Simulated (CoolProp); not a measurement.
A Linde-Hampson liquefier for nitrogen: isothermal reversible compression at 200 K from 1 atm to 20 MPa, throttling to 1 atm, return gas leaving the recuperator 2 K below the feed. Each further row changes one setting.

Computed with CoolProp (reference Helmholtz-energy equation of state, Span 2000).

```csv
case,liquid yield per pass,compression work (kJ/kg of gas)
as stated,(withheld),296
high pressure 40 MPa,0.252,(withheld)
warm-end temperature 230 K,(withheld),(withheld)
warm-end gap 7 K,(withheld),296
```

**Question.** What belongs in the gaps?

**Answer.** 
- as stated, liquid yield per pass: 0.229
- high pressure 40 MPa, compression work (kJ/kg of gas): 340
- warm-end temperature 230 K, liquid yield per pass: 0.156
- warm-end temperature 230 K, compression work (kJ/kg of gas): 351
- warm-end gap 7 K, liquid yield per pass: 0.216
